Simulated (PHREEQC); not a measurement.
Synthetic water in mg/L, 25 °C, pH 7, pe 9.5: Na 252; K 59; Ca 83.5; Mg 31.9; Cl 236; S(6) as SO4 242; Alkalinity as HCO3 457; Sr 11.2.

Cl is adjusted to close the charge balance.
Valence states are taken as typed.

Equilibrium calculation in PHREEQC: ion-association model, phreeqc.dat.

Precipitation was switched off in this run.

Q: Estimate the ionic strength, specific conductance.

A: ionic strength 0.0235 mol/kgw; specific conductance 1920 µS/cm.

Q: In which forms is S present?

A: SO4-2 82 %, CaSO4 8.2 %, MgSO4 6.7 %, NaSO4- 2.5 %, SrSO4 0.5 % of the S.
